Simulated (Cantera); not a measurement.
Thermodynamics of fluorocarbon and chlorocarbon gases, feed CH2F2 + H2

Input: 1 mol CH2F2, 3.5 mol H2, at 0.133 bar.

Equilibrium computed with Cantera from the NASA thermochemical tables; the gas is ideal and each condensed phase is pure. Candidate condensed phases: C, C6H6, C7H8, C8H18; 95 gas species. Equilibrium is a limit: real reactors are often held back by kinetics, nucleation or transport.

| T (K) | x H2 | x HF | x H | x C2H2 (acetylene) | x CH4 | x F | x C2H | n C(graphite) |
|---|---|---|---|---|---|---|---|---|
| 1075 | 0.633 | 0.365 | 3.20e-8 | 4.76e-9 | 0.00241 | <1e-12 | <1e-12 | 0.987 |
| 1275 | 0.636 | 0.364 | 1.61e-6 | 2.44e-7 | 0.000499 | 3.75e-12 | <1e-12 | 0.997 |
| 1475 | 0.636 | 0.364 | 2.83e-5 | 4.24e-6 | 0.000157 | 3.70e-10 | <1e-12 | 0.999 |
| 1675 | 0.636 | 0.364 | 0.000254 | 3.69e-5 | 6.50e-5 | 1.23e-8 | 7.29e-11 | 0.999 |
| 1875 | 0.635 | 0.363 | 0.00143 | 0.000201 | 3.26e-5 | 1.96e-7 | 5.39e-9 | 0.998 |
| 2075 | 0.631 | 0.363 | 0.00579 | 0.000783 | 1.86e-5 | 1.84e-6 | 1.72e-7 | 0.991 |
| 2275 | 0.619 | 0.360 | 0.0183 | 0.00236 | 1.15e-5 | 1.17e-5 | 2.95e-6 | 0.974 |
| 2475 | 0.592 | 0.355 | 0.0474 | 0.00576 | 7.30e-6 | 5.56e-5 | 3.14e-5 | 0.934 |
x: gas mole fraction; n: condensed amount in mol.

From 1075 K to 2475 K the condensed part is C(graphite). The main C-bearing gas is CH4 at 1075 K and C2H2 (acetylene) at 2475 K.
